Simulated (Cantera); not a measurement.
Input (Python, Cantera):

```python
import numpy as np
import cantera as ct

gas = ct.Solution("gri30.yaml")
gas.TPX = 1448, 1900000, {'CH4': 1, 'H2': 0.41, 'O2': 1.7, 'N2': 20.4}
reactor = ct.IdealGasConstPressureReactor(gas, energy="on", clone=False)
net = ct.ReactorNet([reactor])
net.rtol, net.atol = 1e-08, 1e-16
show = ['CH4', 'H2', 'O2', 'CH2O', 'C2H2', 'NO']
times = np.geomspace(3e-06, 1, 16)

steps = ct.SolutionArray(gas, extra=["t"])
rows = []
print(f"{'t/s':>10s}{'T/K':>9s}{'P/Pa':>11s}" + "".join(f"{s:>11s}" for s in show))
for t in times:
    while net.time < t:
        t_next = net.step()
        steps.append(gas.state, t=t_next)
    rows.append([np.interp(t, steps.t, y) for y in (steps.T, steps.P, *steps(*show).X.T)])
    print(f"{t:10.3e}{rows[-1][0]:9.1f}{rows[-1][1]:11.4g}" + "".join(f"{x:11.3e}" for x in rows[-1][2:]))
rate = np.gradient(steps.T, steps.t)
print("integrator steps:", len(steps.t))
if steps.T.max() > steps.T[0] + 200:
    print(f"time of steepest temperature rise: {steps.t[rate.argmax()]:.4e} s")
gas.TPX = 1448, 1900000, {'CH4': 1, 'H2': 0.41, 'O2': 1.7, 'N2': 20.4}
gas.equilibrate("HP")
print(f"equilibrium (HP): T = {gas.T:.1f} K  " + "  ".join(f"{s} {gas[s].X[0]:.3e}" for s in show))
```

Result:

```
       t/s      T/K       P/Pa        CH4         H2         O2       CH2O       C2H2         NO
 3.000e-06   1448.0    1.9e+06  4.253e-02  1.744e-02  7.231e-02  5.614e-08  3.875e-16  1.385e-15
 7.003e-06   1448.0    1.9e+06  4.253e-02  1.744e-02  7.231e-02  4.934e-07  3.001e-14  9.120e-15
 1.635e-05   1448.1    1.9e+06  4.249e-02  1.742e-02  7.227e-02  9.660e-06  1.119e-11  1.865e-13
 3.817e-05   1453.3    1.9e+06  4.170e-02  1.717e-02  7.167e-02  2.570e-04  2.143e-08  1.306e-11
 8.910e-05   1494.6    1.9e+06  3.636e-02  1.709e-02  6.688e-02  1.186e-03  4.241e-06  2.129e-10
 2.080e-04   2165.2    1.9e+06  3.750e-11  1.928e-02  6.175e-06  3.596e-09  6.585e-11  2.840e-05
 4.856e-04   2167.3    1.9e+06  1.977e-11  1.932e-02  8.358e-07  3.415e-09  5.824e-12  2.879e-05
 1.134e-03   2167.3    1.9e+06  1.283e-11  1.932e-02  8.204e-07  3.414e-09  9.249e-14  2.936e-05
 2.646e-03   2167.3    1.9e+06  1.171e-11  1.932e-02  8.207e-07  3.415e-09  1.606e-15  2.928e-05
 6.178e-03   2167.3    1.9e+06  1.166e-11  1.932e-02  8.208e-07  3.414e-09  1.591e-15  2.854e-05
 1.442e-02   2167.3    1.9e+06  1.165e-11  1.932e-02  8.210e-07  3.414e-09  1.589e-15  2.722e-05
 3.367e-02   2167.4    1.9e+06  1.164e-11  1.932e-02  8.213e-07  3.414e-09  1.587e-15  2.554e-05
 7.860e-02   2167.4    1.9e+06  1.164e-11  1.932e-02  8.215e-07  3.414e-09  1.586e-15  2.444e-05
 1.835e-01   2167.4    1.9e+06  1.164e-11  1.932e-02  8.215e-07  3.414e-09  1.586e-15  2.425e-05
 4.284e-01   2167.4    1.9e+06  1.164e-11  1.932e-02  8.215e-07  3.414e-09  1.586e-15  2.424e-05
 1.000e+00   2167.4    1.9e+06  1.164e-11  1.932e-02  8.215e-07  3.414e-09  1.586e-15  2.424e-05
integrator steps: 1978
time of steepest temperature rise: 1.5153e-04 s
equilibrium (HP): T = 2167.4 K  CH4 1.298e-11  H2 1.932e-02  O2 8.215e-07  CH2O 3.414e-09  C2H2 1.749e-15  NO 2.424e-05
```

Detailed kinetics in Cantera: GRI-Mech 3.0 (53 species, 325 reactions). The pressure lies above the range GRI-Mech 3.0 was tuned for (to about 10 atm).
